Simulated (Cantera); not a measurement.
Adiabatic ignition

An adiabatic, constant-volume homogeneous reactor starts with 8.31 % H2, 8.64 % O2, 83.1 % N2, at 1775 K and 32000 Pa.

Detailed kinetics in Cantera: the H2/O2 subset of GRI-Mech 3.0, which has no nitrogen chemistry.

```csv
t (s),T (K),P (bar),x H2,x O2,x H,x HO2,x H2O
5.00e-6,1775,0.320,0.0831,0.0864,1.79e-6,1.16e-6,9.88e-7
1.69e-5,1775,0.320,0.0829,0.0863,6.90e-5,3.69e-6,8.33e-5
5.74e-5,1802,0.325,0.0112,0.0453,0.0299,3.26e-6,0.0522
0.000195,1891,0.339,0.0104,0.0444,0.0244,2.91e-6,0.0557
0.000660,2082,0.369,0.00848,0.0436,0.0137,2.22e-6,0.0633
0.00224,2313,0.404,0.00424,0.0438,0.00358,1.82e-6,0.0746
0.00758,2398,0.417,0.00212,0.0445,0.00115,2.42e-6,0.0795
0.0257,2399,0.417,0.00210,0.0445,0.00113,2.43e-6,0.0796
0.0871,2399,0.417,0.00210,0.0445,0.00113,2.43e-6,0.0796
0.295,2399,0.417,0.00210,0.0445,0.00113,2.43e-6,0.0796
1.00,2399,0.417,0.00210,0.0445,0.00113,2.43e-6,0.0796
```
x: mole fraction; the columns are a selection and need not sum to one.

```
Quantity                                                            Result
---------------------------------  ---------------------------------------
time of steepest temperature rise                                  39.1 µs
temperature at 1.00 s                                               2399 K
equilibrium temperature                                             2399 K
x(H2) at 1.00 s                    0.00210 (gas-phase equilibrium 0.00210)
x(O2) at 1.00 s                      0.0445 (gas-phase equilibrium 0.0445)
x(H) at 1.00 s                     0.00113 (gas-phase equilibrium 0.00113)
```
